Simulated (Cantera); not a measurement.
Thermodynamics of chlorosilane synthesis and conversion, feed SiCl4 + Cl2 + H2

Charge: 1 mol SiCl4, 1.7 mol Cl2, 1.8 mol H2, held at 0.100 bar.

Method: chemical equilibrium by Gibbs-energy minimisation in Cantera with the NASA 1993 tables (ideal gas, pure condensed phases). Candidate condensed phases: Si; 19 gas species. The tables' values for SiCl3 are old estimates; treat these amounts as uncertain. Rates play no part.

From 1225 K to 1450 K nothing is condensed. The main Si-bearing gas is SiCl4 throughout.

```json
[
 {"T (K)": "1225", "log p HCl": "-1.12", "log p SiCl4": "-1.66", "log p H2": "-2.67", "log p SiCl3": "-4.11", "log p SiCl2": "-5.67"},
 {"T (K)": "1250", "log p HCl": "-1.12", "log p SiCl4": "-1.66", "log p H2": "-2.67", "log p SiCl3": "-3.97", "log p SiCl2": "-5.42"},
 {"T (K)": "1275", "log p HCl": "-1.12", "log p SiCl4": "-1.66", "log p H2": "-2.67", "log p SiCl3": "-3.83", "log p SiCl2": "-5.19"},
 {"T (K)": "1300", "log p HCl": "-1.12", "log p SiCl4": "-1.66", "log p H2": "-2.68", "log p SiCl3": "-3.70", "log p SiCl2": "-4.96"},
 {"T (K)": "1325", "log p HCl": "-1.12", "log p SiCl4": "-1.66", "log p H2": "-2.69", "log p SiCl3": "-3.57", "log p SiCl2": "-4.75"},
 {"T (K)": "1350", "log p HCl": "-1.12", "log p SiCl4": "-1.66", "log p H2": "-2.70", "log p SiCl3": "-3.46", "log p SiCl2": "-4.55"},
 {"T (K)": "1375", "log p HCl": "-1.12", "log p SiCl4": "-1.66", "log p H2": "-2.72", "log p SiCl3": "-3.35", "log p SiCl2": "-4.36"},
 {"T (K)": "1400", "log p HCl": "-1.12", "log p SiCl4": "-1.67", "log p H2": "-2.74", "log p SiCl3": "-3.24", "log p SiCl2": "-4.19"},
 {"T (K)": "1425", "log p HCl": "-1.12", "log p SiCl4": "-1.67", "log p H2": "-2.76", "log p SiCl3": "-3.15", "log p SiCl2": "-4.03"},
 {"T (K)": "1450", "log p HCl": "-1.12", "log p SiCl4": "-1.68", "log p H2": "-2.79", "log p SiCl3": "-3.06", "log p SiCl2": "-3.88"}
]
```
log p: log10 of the partial pressure in bar; nothing condenses.
